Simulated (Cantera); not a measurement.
Thermodynamics of silicon oxide and oxynitride deposition, feed SiH₄ + CO₂ + N₂

Feed: 1 mol SiH₄, 1.3 mol CO₂, 1.2 mol N₂, equilibrated at 0.280 bar.

Method: chemical equilibrium by Gibbs-energy minimisation in Cantera with the NASA 1993 tables (ideal gas, pure condensed phases). Candidate condensed phases: C, C₆H₆, C₇H₈, C₈H₁₈, H₂O, Si, SiC, SiO₂, Si₂N₂O, Si₃N₄; 151 gas species. Mutual solubility and eutectic melting of coexisting phases are not modelled. The tables hold silica as quartz up to 1696 K and as liquid above; real silica turns to tridymite and cristobalite and melts near 1996 K. Rates play no part.

From 1575 K to 1675 K the condensed part is SiO₂(β-quartz) + Si₂N₂O(s). From 1700 K to 1725 K the condensed part is SiO₂(condensed) + Si₂N₂O(s). The main Si-bearing gas is SiO throughout.

```
T (K)   x H₂   x CO   x N₂     x SiO  n SiO₂(β-quartz)  n Si₂N₂O(s)  n SiO₂(condensed)
-----  -----  -----  -----  --------  ----------------  -----------  -----------------
1575   0.468  0.304  0.227  0.000135             0.533        0.233                  0
1600   0.468  0.304  0.227  0.000245             0.533        0.233                  0
1625   0.468  0.304  0.227  0.000436             0.532        0.233                  0
1650   0.468  0.304  0.227  0.000763             0.532        0.232                  0
1675   0.468  0.304  0.227   0.00131             0.531        0.232                  0
1700   0.467  0.304  0.227   0.00222                 0        0.230              0.530
1725   0.466  0.303  0.227   0.00368                 0        0.228              0.528
```
x: gas mole fraction; n: condensed amount in mol.
